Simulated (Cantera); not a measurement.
An adiabatic, constant-volume homogeneous reactor starts with CH4 : CO : O2 : N2 : H2O = 1 : 0.95 : 1.65 : 6.2 : 0.53 (molar parts), equivalence ratio 1.5, at 1375 K and 33000 Pa.

Cantera simulation using GRI-Mech 3.0 (53 species, 325 reactions); the numbers are that mechanism's predictions, not measurements.

x: mole fraction; the columns are a selection and need not sum to one.

| t (s) | T (K) | P (bar) | x CH4 | x CO | x O2 | x C2H2 | x H2O2 | x HO2 | x N2O |
|---|---|---|---|---|---|---|---|---|---|
| 2.00e-6 | 1375 | 0.330 | 0.0968 | 0.0920 | 0.160 | <1e-12 | 8.11e-12 | 8.32e-9 | <1e-12 |
| 5.37e-6 | 1375 | 0.330 | 0.0968 | 0.0920 | 0.160 | <1e-12 | 5.65e-11 | 2.20e-8 | <1e-12 |
| 1.44e-5 | 1375 | 0.330 | 0.0968 | 0.0920 | 0.160 | <1e-12 | 3.73e-10 | 5.70e-8 | <1e-12 |
| 3.86e-5 | 1375 | 0.330 | 0.0968 | 0.0920 | 0.160 | <1e-12 | ? | 1.39e-7 | <1e-12 |
| 0.000104 | 1375 | 0.330 | 0.0968 | 0.0920 | 0.160 | <1e-12 | ? | 2.92e-7 | <1e-12 |
| 0.000278 | 1375 | 0.330 | 0.0968 | 0.0920 | 0.160 | <1e-12 | ? | 4.57e-7 | 2.53e-12 |
| 0.000746 | 1375 | 0.330 | 0.0968 | 0.0920 | 0.160 | 5.06e-12 | ? | 5.32e-7 | 9.34e-12 |
| 0.00200 | 1375 | 0.330 | 0.0967 | 0.0919 | 0.160 | 5.33e-10 | ? | 8.11e-7 | 3.37e-11 |
| 0.00537 | 1379 | 0.331 | 0.0960 | 0.0919 | 0.159 | 4.76e-8 | ? | 2.72e-6 | 2.02e-10 |
| 0.0144 | 1495 | 0.361 | 0.0783 | 0.0954 | 0.146 | 4.71e-5 | ? | 6.20e-5 | 6.41e-9 |
| 0.0386 | 2740 | 0.699 | <1e-12 | 0.119 | 0.00494 | <1e-12 | 1.10e-7 | 1.78e-6 | 1.73e-7 |
| 0.104 | 2740 | 0.699 | <1e-12 | 0.119 | 0.00494 | <1e-12 | 1.10e-7 | 1.78e-6 | 1.73e-7 |
| 0.278 | 2740 | 0.699 | <1e-12 | 0.119 | 0.00494 | <1e-12 | 1.10e-7 | 1.78e-6 | 1.73e-7 |
| 0.746 | 2740 | 0.699 | <1e-12 | 0.119 | 0.00494 | <1e-12 | 1.10e-7 | 1.78e-6 | 1.73e-7 |
| 2.00 | 2740 | 0.699 | <1e-12 | 0.119 | 0.00494 | <1e-12 | 1.10e-7 | 1.78e-6 | 1.73e-7 |

Problem. What belongs in the gaps?

Solution. 
- 3.86e-5, x H2O2: 2.14e-9
- 0.000104, x H2O2: 8.83e-9
- 0.000278, x H2O2: 1.97e-8
- 0.000746, x H2O2: 2.44e-8
- 0.00200, x H2O2: 3.74e-8
- 0.00537, x H2O2: 1.38e-7
- 0.0144, x H2O2: 3.72e-6
